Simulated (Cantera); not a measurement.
What does this Cantera script print?

```python
import numpy as np
import cantera as ct

gas_names = """
    CL CLO CL2 O O2 O3 Ti TiCL TiCL2 TiCL3 TiCL4 TiO TiOCL TiOCL2 TiO2
""".split()
cond_names = """
    Ti(a) Ti(b) Ti(L) TiCL2(s) TiCL3(s) TiCL4(L) TiO(a) TiO(b) TiO(L) TiO2(ru) TiO2(L) Ti2O3(a) Ti2O3(b)
    Ti2O3(L) Ti3O5(a) Ti3O5(b) Ti3O5(L) Ti4O7(s) Ti4O7(L)
""".split()


# ... load() reads the species with a 1 bar reference pressure and builds the phases ...
atoms = {
    'TiCl4': {'Ti': 1, 'CL': 4},
    'O2': {'O': 2},
}
top_T = {'TiCL2(s)': 1300, 'TiCL3(s)': 1000}  # K; cautious upper limits of use, not melting points


# ... equilibrate(T, P, feed) seeds the gas with the atoms and calls Mixture.equilibrate('TP', solver="vcs", rtol=1e-11, max_steps=5000) ...
results = []
feed = {'TiCl4': 1, 'O2': 2.8}  # mol
P = 470  # Pa
for T in [1048, 1148, 1248, 1348, 1448, 1548, 1648, 1748, 1848, 1948, 2048, 2148]:
    mix = equilibrate(T, P, feed)
    results.append((T, P, feed, dict(zip(mix.species_names, mix.species_moles))))
    x = sorted(zip(gas.X, gas.species_names), reverse=True)
    print(f"T = {T:g} K  P = {P:g} Pa  gas = {mix.phase_moles(0):.4g} mol")
    print("   x: " + "  ".join(f"{s} {v:.3e}" for v, s in x if v > 0.0001))
    print("   condensed (mol): " + ("  ".join(f"{mix.phase(i).name} {mix.phase_moles(i):.4g}"
          for i in range(1, mix.n_phases) if mix.phase_moles(i) > 1e-12) or "none"))
```

Output:

```
T = 1048 K  P = 470 Pa  gas = 3.815 mol
   x: CL2 5.201e-01  O2 4.718e-01  CL 8.109e-03
   condensed (mol): TiO2(ru) 1
T = 1148 K  P = 470 Pa  gas = 3.854 mol
   x: CL2 5.051e-01  O2 4.671e-01  CL 2.779e-02
   condensed (mol): TiO2(ru) 1
T = 1248 K  P = 470 Pa  gas = 3.951 mol
   x: CL2 4.679e-01  O2 4.555e-01  CL 7.638e-02  CLO 1.272e-04
   condensed (mol): TiO2(ru) 0.9999
T = 1348 K  P = 470 Pa  gas = 4.157 mol
   x: O2 4.329e-01  CL2 3.949e-01  CL 1.719e-01  CLO 2.361e-04
   condensed (mol): TiO2(ru) 0.9998
T = 1448 K  P = 470 Pa  gas = 4.514 mol
   x: O2 3.986e-01  CL 3.164e-01  CL2 2.845e-01  CLO 3.606e-04
   condensed (mol): TiO2(ru) 0.9996
T = 1548 K  P = 470 Pa  gas = 4.978 mol
   x: CL 4.732e-01  O2 3.614e-01  CL2 1.648e-01  CLO 4.519e-04
   condensed (mol): TiO2(ru) 0.9996
T = 1648 K  P = 470 Pa  gas = 5.382 mol
   x: CL 5.878e-01  O2 3.341e-01  CL2 7.736e-02  CLO 4.818e-04  O 2.135e-04
   condensed (mol): TiO2(ru) 0.9997
T = 1748 K  P = 470 Pa  gas = 5.617 mol
   x: CL 6.464e-01  O2 3.199e-01  CL2 3.255e-02  O 6.049e-04  CLO 4.685e-04
   condensed (mol): TiO2(ru) 0.9998
T = 1848 K  P = 470 Pa  gas = 5.725 mol
   x: CL 6.709e-01  O2 3.135e-01  CL2 1.365e-02  O 1.547e-03  CLO 4.393e-04
   condensed (mol): TiO2(ru) 0.9997
T = 1948 K  P = 470 Pa  gas = 5.774 mol
   x: CL 6.801e-01  O2 3.097e-01  CL2 6.007e-03  O 3.606e-03  CLO 4.076e-04
   condensed (mol): TiO2(ru) 0.9995
T = 2048 K  P = 470 Pa  gas = 5.805 mol
   x: CL 6.828e-01  O2 3.060e-01  O 7.738e-03  CL2 2.812e-03  CLO 3.773e-04  TiO2 1.081e-04
   condensed (mol): TiO2(ru) 0.9988
T = 2148 K  P = 470 Pa  gas = 5.839 mol
   x: CL 6.817e-01  O2 3.005e-01  O 1.542e-02  CL2 1.397e-03  TiO2 5.471e-04  CLO 3.484e-04  TiOCL2 1.262e-04
   condensed (mol): TiO2(L) 0.9961
```

Equilibrium computed with Cantera from the NASA thermochemical tables; the gas is ideal and each condensed phase is pure. Condensed phases not in the tables: TiOCl.
